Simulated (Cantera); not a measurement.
A perfectly stirred reactor is fed with CH4 : N2 = 1 : 59 (molar parts), at 0.0250 bar; it is held at 1700 K, and followed from long to short residence time.

Computed with Cantera and GRI-Mech 3.0 (53 species, 325 reactions). GRI-Mech 3.0 stops at C3 and has no aromatics, soot or wall deposition, so with more carbon than oxygen in the feed, carbon stays in small species such as C2H2 where larger ones or solid carbon would form. Radical loss at walls, strong at low pressure, is not modelled.

```tsv
quantity	before	after
x(CH4) at τ = 24.0 s	0.000615	0.000990
x(C2H4) at τ = 24.0 s	3.45e-6	4.94e-6
x(H2) at τ = 24.0 s	0.0236	0.0393
x(H) at τ = 24.0 s	9.19e-5	0.000126
x(CH3) at τ = 24.0 s	4.80e-5	6.39e-5
x(CH4) at τ = 90.0 ms	0.0132	0.0211
x(C2H4) at τ = 90.0 ms	0.000394	0.000694
x(H2) at τ = 90.0 ms	0.00437	0.00882
x(H) at τ = 90.0 ms	9.57e-6	1.54e-5
x(CH3) at τ = 90.0 ms	0.000378	0.000541
```

Question: Which change was made?
A. pressure from 0.0250 bar to 0.133 bar
B. CH4 1 to 1.7 parts
C. temperature 1700 to 1725 K
D. CH4 1 to 0.25 parts

Answer: B, CH4 1 to 1.7 parts
